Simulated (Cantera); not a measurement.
A perfectly stirred reactor is fed with CH4 : CO : O2 : N2 : CO2 = 1 : 0.093 : 1.36 : 5.13 : 0.17 (molar parts), equivalence ratio 1.5, at 1.01 bar; it is adiabatic with a 300 K inlet, and is followed from long to short residence time, starting on the burning branch (τ in s: 0.21, 0.088, 0.037, 0.016, 0.0067, 0.0028, 0.0012, 0.00051, 0.00022, 9.2e-05, 3.9e-05).

Detailed kinetics in Cantera: GRI-Mech 3.0 (53 species, 325 reactions).

Problem. Predict: blow-out, bracketed by the residence times tried; x(CH4) at τ = 0.210 s; x(CO) at τ = 0.210 s; x(O2) at τ = 0.210 s; x(HCN) at τ = 0.210 s; x(O) at τ = 0.210 s; x(CH4) at τ = 2.80 ms; x(CO) at τ = 2.80 ms; x(O2) at τ = 2.80 ms; x(HCN) at τ = 2.80 ms; x(O) at τ = 2.80 ms.

Solution. 
```json
{
  "blow_out_bracketed_by_the_residence_times_tried": "burning at 2.80 ms, out at 1.20 ms",
  "x(CH4) at τ = 0.210 s": "0.00173",
  "x(CO) at τ = 0.210 s": "0.0898",
  "x(O2) at τ = 0.210 s": "0.000259",
  "x(HCN) at τ = 0.210 s": "3.61e-5",
  "x(O) at τ = 0.210 s": "3.96e-7",
  "x(CH4) at τ = 2.80 ms": "0.00557",
  "x(CO) at τ = 2.80 ms": "0.0844",
  "x(O2) at τ = 2.80 ms": "0.00665",
  "x(HCN) at τ = 2.80 ms": "3.37e-5",
  "x(O) at τ = 2.80 ms": "1.46e-5"
}
```
